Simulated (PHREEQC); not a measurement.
Dissolve 0.0006 mol Na2B4O7 and 0.00071 mol (NH4)2HPO4 per kg of water at 20 °C. Closed to the air; pH follows from the charge balance.

Model: ion-association model, phreeqc.dat, run in PHREEQC.

Precipitation was switched off in this run.

**Question.** What pH, ionic strength does the model give?

**Answer.** pH 8.98; ionic strength 0.00295 mol/kgw.

**Question.** In which forms is N present?

**Answer.** NH4+ 74 %, NH3 26 % of the N.
